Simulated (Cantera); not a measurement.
## Pyrogenic steam for wet oxidation

An isothermal, constant-pressure homogeneous reactor starts with 7.07 % H₂, 13.9 % O₂, 79.1 % N₂, at 1275 K and 0.987 atm.

Cantera simulation using the H2/O2 subset of GRI-Mech 3.0, which has no nitrogen chemistry; the numbers are that mechanism's predictions, not measurements. The temperature is held fixed by assumption; the heat of reaction is taken as removed at once.

```csv
t (s),x H₂,x O₂,x OH,x H,x H₂O₂,x H₂O,x HO₂
3.00e-5,0.0706,0.139,1.33e-5,4.99e-5,2.14e-8,7.84e-5,6.90e-6
0.000214,0.000370,0.107,0.000610,9.83e-5,1.82e-6,0.0725,2.20e-5
0.00152,6.18e-6,0.107,8.89e-5,2.78e-7,1.50e-7,0.0733,9.93e-7
0.0109,2.25e-7,0.107,2.40e-5,5.11e-9,1.61e-8,0.0733,7.40e-8
0.0775,2.62e-8,0.107,8.64e-6,2.53e-10,2.38e-9,0.0733,1.68e-8
0.552,1.25e-8,0.107,5.68e-6,8.31e-11,1.09e-9,0.0733,1.52e-8
3.94,1.25e-8,0.107,5.67e-6,8.28e-11,1.08e-9,0.0733,1.52e-8
28.1,1.25e-8,0.107,5.67e-6,8.28e-11,1.08e-9,0.0733,1.52e-8
200,1.25e-8,0.107,5.67e-6,8.28e-11,1.08e-9,0.0733,1.52e-8
```
x: mole fraction; the columns are a selection and need not sum to one.

Equilibrium at this temperature and pressure: H₂ 1.25e-8, O₂ 0.107, OH 5.67e-6, H 8.28e-11, H₂O₂ 1.08e-9, H₂O 0.0733, HO₂ 1.52e-8 (gas phase only).
